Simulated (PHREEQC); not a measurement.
0.057 g of hydrous ferric oxide (600 m²/g; 0.2 weak and 0.005 strong sites per Fe, Dzombak-Morel constants, diffuse double layer) in 1 kg of water with 0.001 mol/kgw of an inert sodium salt and 2.1e-05 mol/kgw CuCl2, at 25 °C; the pH is set by adding NaOH or the inert anion's acid. Oxygen is held at 0.21 atm. No CO2 enters from the air. Nothing may precipitate in this run.

Base run: PHREEQC, ion-association model, wateq4f.dat. Each further column changes one thing. The table gives surface charge σ (C/m²).

```csv
pH,base,background salt from 0.001 to 0.0001 mol/kgw,oxide from 0.057 to 0.29 g/kgw,6.2e-05 mol/kgw BaCl2 added
3,0.254,0.226,0.258,0.258
3.75,0.145,0.098,0.149,0.151
4.5,0.080,…,…,…
4.88,0.058,…,…,0.062
5.62,0.032,0.013,0.029,0.034
6.38,0.017,…,0.013,0.019
7.12,0.008,0.003,0.006,…
7.5,0.005,0.002,0.003,0.005
8.25,0.001,0.000,0.000,0.001
9,-0.003,-0.001,-0.004,-0.002
```

Q: What belongs in the gaps?

A: 
- 4.5, background salt from 0.001 to 0.0001 mol/kgw: 0.042
- 4.5, oxide from 0.057 to 0.29 g/kgw: 0.081
- 4.5, 6.2e-05 mol/kgw BaCl2 added: 0.085
- 4.88, background salt from 0.001 to 0.0001 mol/kgw: 0.028
- 4.88, oxide from 0.057 to 0.29 g/kgw: 0.059
- 6.38, background salt from 0.001 to 0.0001 mol/kgw: 0.007
- 7.12, 6.2e-05 mol/kgw BaCl2 added: 0.009

The database's constant for dissolved Cu(OH)2 is higher than later reviews accept. The oxide is taken as insoluble; below pH 4 it would dissolve.
